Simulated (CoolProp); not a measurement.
CH3F (R41) along the isotherm 130.45 °C: fugacity coefficient from the reference equation and from simpler models built on Tc = 44.1 °C, pc = 5.906 MPa, ω = 0.200; each cubic takes its own stable root.

Computed with CoolProp (reference Helmholtz-energy equation of state, Lemmon 2006). It is a short technical equation, of lower accuracy than the large ones.

| p (MPa) | phase | reference | van der Waals | Soave-Redlich-Kwong |
|---|---|---|---|---|
| 0.0467 | gas | 0.9986 | 0.9987 | 0.9989 |
| 0.0704 | gas | 0.9979 | 0.9981 | 0.9983 |
| 0.106 | gas | 0.9968 | 0.9971 | 0.9974 |
| 0.16 | gas | 0.9952 | 0.9956 | 0.9961 |
| 0.242 | gas | 0.9928 | 0.9934 | 0.9941 |
| 0.365 | gas | 0.9891 | 0.9900 | 0.9910 |
| 0.55 | gas | 0.9837 | 0.9849 | 0.9865 |
| 0.83 | gas | 0.9755 | 0.9773 | 0.9797 |
| 1.25 | gas | 0.9633 | 0.9658 | 0.9696 |
| 1.89 | gas | 0.9450 | 0.9485 | 0.9544 |
| 2.85 | gas | 0.9182 | 0.9227 | 0.9320 |
| 4.3 | gas | 0.8791 | 0.8842 | 0.8993 |
| 6.49 | supercritical | 0.8234 | 0.8270 | 0.8521 |
| 9.79 | supercritical | 0.7467 | 0.7438 | 0.7873 |
| 14.8 | supercritical | 0.6485 | 0.6378 | 0.7060 |
